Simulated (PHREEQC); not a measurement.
A solution holds 0.062 mol NaHCO3, 0.0062 mol KOH and 0.00082 mol LiCl per kg of water, at 25 °C. Closed to the air; pH follows from the charge balance.

All values are PHREEQC results (ion-association model, phreeqc.dat), not measurements.

This is a speciation only: nothing precipitates in the calculation.

Q: Order these Na species by the share of Na that they hold, largest first: NaCO3-, Na+, NaHCO3.

A: Na+ (95 %), NaCO3- (3.3 %), NaHCO3 (1.9 %)

Q: Order these C species by the share of C that they hold, largest first: HCO3-, CO3-2, CO2, NaCO3-, NaHCO3.

A: HCO3- (88 %), CO3-2 (6.9 %), NaCO3- (3.3 %), NaHCO3 (1.9 %), CO2 (0.18 %)

The pH is 8.95 and the ionic strength 0.0701 mol/kgw. Complexes and solids missing from the database can't appear.
